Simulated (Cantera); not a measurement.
# Ignition delay

Mixture: 13.0 % H2, 15.5 % O2, 58.4 % N2, 13.0 % H2O, at 100000 Pa, adiabatic and at constant volume. Ignition delay is the time to a rise of 400 K.

Computed with Cantera and GRI-Mech 3.0 (53 species, 325 reactions). Where the delays flatten at high temperature, the 400 K rule measures the pace of heat release, not the induction time.

| T0 (K) | delay (ms) |
|---|---|
| 1050 | 0.753 |
| 1125 | 0.127 |
| 1200 | 0.0671 |
| 1275 | 0.0447 |
| 1350 | 0.0336 |
| 1425 | 0.0275 |
| 1500 | 0.0243 |
| 1575 | 0.0227 |
| 1650 | 0.0224 |
| 1725 | 0.0230 |
